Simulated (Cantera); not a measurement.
An adiabatic, constant-pressure homogeneous reactor starts with 11.4 % H₂, 9.52 % O₂, 79.1 % N₂, at 1323 K and 0.493 atm.

Detailed kinetics in Cantera: the H2/O2 subset of GRI-Mech 3.0, which has no nitrogen chemistry.

x: mole fraction; the columns are a selection and need not sum to one.

```
t (s)     T (K)      x H₂    x O₂       x H     x H₂O    x H₂O₂      x OH
--------  -----  --------  ------  --------  --------  --------  --------
2.00e-6    1323     0.114  0.0952   6.08e-9  5.81e-10  5.69e-12  4.93e-10
6.30e-6    1323     0.114  0.0952   2.63e-8   1.20e-8  5.59e-11   3.25e-9
1.98e-5    1323     0.114  0.0952   4.01e-7   4.37e-7  5.69e-10   5.59e-8
6.25e-5    1324     0.113  0.0945  0.000767  0.000978         …  0.000111
0.000197   1687    0.0126  0.0425    0.0241    0.0882         …   0.00856
0.000620   1952   0.00696  0.0397   0.00639     0.105         …   0.00881
0.00195    2081   0.00210  0.0392  0.000875     0.115         …   0.00555
0.00615    2115  0.000631  0.0396  0.000138     0.119   4.47e-8   0.00317
0.0194     2117  0.000565  0.0396  0.000117     0.119   4.48e-8   0.00301
0.0610     2117  0.000565  0.0396  0.000117     0.119   4.48e-8   0.00301
0.192      2117  0.000565  0.0396  0.000117     0.119   4.48e-8   0.00301
0.605      2117  0.000565  0.0396  0.000117     0.119   4.48e-8   0.00301
1.91       2117  0.000565  0.0396  0.000117     0.119   4.48e-8   0.00301
6.00       2117  0.000565  0.0396  0.000117     0.119   4.48e-8   0.00301
```

Fill in the missing entries.


- 6.25e-5, x H₂O₂: 1.10e-7
- 0.000197, x H₂O₂: 4.50e-7
- 0.000620, x H₂O₂: 1.30e-7
- 0.00195, x H₂O₂: 5.81e-8
